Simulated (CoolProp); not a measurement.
Dry air at 366.62 K and 0.139 MPa is throttled through a valve to 0.0796 MPa with no heat exchange. Each further row changes one setting.

Computed with CoolProp (reference Helmholtz-energy equation of state, Lemmon 2000). It is a pseudo-pure fit of the blend.

```
case                        temperature change (K)  final density (kg/m³)
--------------------------  ----------------------  ---------------------
as stated                                     -0.1                    ___
outlet pressure 0.0239 MPa                     ___                    ___
outlet pressure 0.103 MPa                     -0.1                    ___
```

Problem. What belongs in the gaps?

Solution. 
- as stated, final density (kg/m³): 0.757
- outlet pressure 0.0239 MPa, temperature change (K): -0.2
- outlet pressure 0.0239 MPa, final density (kg/m³): 0.227
- outlet pressure 0.103 MPa, final density (kg/m³): 0.979
